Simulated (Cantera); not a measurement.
Feed: 1 mol B, 0.043 mol Cl2, 3 mol H2, equilibrated at 927 °C and 165 Torr.

These are equilibrium values from Cantera (NASA tables, ideal gas, pure condensed phases), not measurements of a reactor. Candidate condensed phases: B; 13 gas species. Gases not in the tables: BHCl2. Equilibrium is a limit: real reactors are often held back by kinetics, nucleation or transport.

Base state: H2 0.972, HCl 0.0272, BCl3 0.000369 (mole fractions); condensed: B(s).

### Question
What changes in the equilibrium state with this change: B replaced by AlN?

### Answer
```json
[
 {"species": "H2", "before": "0.972", "after": "0.976"},
 {"species": "HCl", "before": "0.0272", "after": "0.0196"},
 {"species": "AlCl3", "before": "0", "after": "0.00288"},
 {"species": "BCl3", "before": "0.000369", "after": "0"},
 {"species": "N2", "before": "0", "after": "0.00145"},
 {"species": "AlCl2", "before": "0", "after": "1.12e-5"},
 {"species": "B(s), mol", "before": "0.999", "after": "0"},
 {"species": "AlN(s), mol", "before": "0", "after": "0.991"}
]
```
The tables' values for AlCl2 are old estimates; treat these amounts as uncertain. Further candidate phases: Al, AlCl3, AlN, NH4Cl.

### Question
What changes in the equilibrium state with this change: H2 from 3 to 1.5 mol?

### Answer
| species | before | after |
|---|---|---|
| H2 | 0.972 | 0.949 |
| HCl | 0.0272 | 0.0490 |
| BCl3 | 0.000369 | 0.00226 |
| B(s), mol | 0.999 | 0.997 |

### Question
What changes in the equilibrium state with this change: B replaced by Fe2O3?

### Answer
```json
[
 {"species": "H2", "before": "0.972", "after": "0.643"},
 {"species": "H2O", "before": "0", "after": "0.329"},
 {"species": "HCl", "before": "0.0272", "after": "0.0278"},
 {"species": "BCl3", "before": "0.000369", "after": "0"},
 {"species": "FeCl2", "before": "0", "after": "0.000244"},
 {"species": "B(s), mol", "before": "0.999", "after": "0"},
 {"species": "FeO(s), mol", "before": "0", "after": "2.00"}
]
```
The tables' stoichiometric FeO is somewhat more stable than real wüstite, so its field is too wide. FeO: taken at fixed stoichiometry. Further candidate phases: Fe, FeCl2, FeCl3, FeO, Fe(OH)2, Fe(OH)3, Fe2O3, Fe3O4, H2O.
